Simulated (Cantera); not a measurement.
**Stirred combustor or abatement burner**

A perfectly stirred reactor is fed with 15.2 % CH4, 17.9 % O2, 67.0 % N2, equivalence ratio 1.7, at 660 Torr; it is adiabatic with a 775 K inlet, and is followed from long to short residence time, starting on the burning branch (τ in s: 0.071, 0.03, 0.013, 0.0053, 0.0022, 0.00092, 0.00039, 0.00016, 6.8e-05, 2.8e-05, 1.2e-05).

Cantera simulation using GRI-Mech 3.0 (53 species, 325 reactions); the numbers are that mechanism's predictions, not measurements.

```json
[
 {"τ (s)": "0.071", "T (K)": "2114", "x CH4": "0.000424", "x O2": "9.74e-5", "x HO2": "1.77e-8", "x H2O": "0.155", "x HCN": "7.20e-5", "x H2": "0.113"},
 {"τ (s)": "0.030", "T (K)": "2113", "x CH4": "0.000763", "x O2": "0.000211", "x HO2": "3.91e-8", "x H2O": "0.155", "x HCN": "0.000143", "x H2": "0.111"},
 {"τ (s)": "0.013", "T (K)": "2112", "x CH4": "0.00123", "x O2": "0.000438", "x HO2": "8.53e-8", "x H2O": "0.157", "x HCN": "0.000234", "x H2": "0.109"},
 {"τ (s)": "0.0053", "T (K)": "2109", "x CH4": "0.00189", "x O2": "0.000934", "x HO2": "2.00e-7", "x H2O": "0.158", "x HCN": "0.000317", "x H2": "0.105"},
 {"τ (s)": "0.0022", "T (K)": "2099", "x CH4": "0.00275", "x O2": "0.00194", "x HO2": "4.83e-7", "x H2O": "0.160", "x HCN": "0.000332", "x H2": "0.100"},
 {"τ (s)": "0.00092", "T (K)": "2079", "x CH4": "0.00409", "x O2": "0.00411", "x HO2": "1.27e-6", "x H2O": "0.162", "x HCN": "0.000264", "x H2": "0.0945"},
 {"τ (s)": "0.00039", "T (K)": "2027", "x CH4": "0.00696", "x O2": "0.00951", "x HO2": "4.17e-6", "x H2O": "0.161", "x HCN": "0.000138", "x H2": "0.0876"},
 {"τ (s)": "0.00016", "T (K)": "775", "x CH4": "0.152", "x O2": "0.179", "x HO2": "<1e-12", "x H2O": "<1e-12", "x HCN": "<1e-12", "x H2": "<1e-12"},
 {"τ (s)": "6.8e-5", "T (K)": "775", "x CH4": "0.152", "x O2": "0.179", "x HO2": "<1e-12", "x H2O": "<1e-12", "x HCN": "<1e-12", "x H2": "<1e-12"},
 {"τ (s)": "2.8e-5", "T (K)": "775", "x CH4": "0.152", "x O2": "0.179", "x HO2": "<1e-12", "x H2O": "<1e-12", "x HCN": "<1e-12", "x H2": "<1e-12"},
 {"τ (s)": "1.2e-5", "T (K)": "775", "x CH4": "0.152", "x O2": "0.179", "x HO2": "<1e-12", "x H2O": "<1e-12", "x HCN": "<1e-12", "x H2": "<1e-12"}
]
```
x: mole fraction; the columns are a selection and need not sum to one.
